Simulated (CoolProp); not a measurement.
Chloromethane (R40) along the isobar 9140 kPa: density (kg/m³) from the reference equation and from simpler models built on Tc = 418.6 K, pc = 6929 kPa, ω = 0.150; each cubic takes its own stable root.

Computed with CoolProp (reference Helmholtz-energy equation of state, Thol 2014).

| T (K) | phase | reference |
|---|---|---|
| 370.3 | liquid | 772.4 |
| 380.2 | liquid | 744.5 |
| 390.1 | liquid | 713.5 |
| 400 | liquid | 677.9 |
| 409.9 | liquid | 634.9 |
| 419.8 | supercritical | 578.0 |
| 429.7 | supercritical | 488.5 |
| 439.6 | supercritical | 346.8 |

Q: How far does each simpler model (van der Waals, Redlich-Kwong, Soave-Redlich-Kwong, Peng-Robinson) lie from the reference over these 8 states: mean and median of the absolute difference, and the worst?

A: 
- van der Waals: mean 27.7 %, median 32.3 %, worst -34.5 % at 370.3 K and 9140 kPa
- Redlich-Kwong: mean 12.8 %, median 13.6 %, worst -15.6 % at 419.8 K and 9140 kPa
- Soave-Redlich-Kwong: mean 13.0 %, median 12.6 %, worst -16.0 % at 429.7 K and 9140 kPa
- Peng-Robinson: mean 3.8 %, median 3.7 %, worst -8.5 % at 429.7 K and 9140 kPa
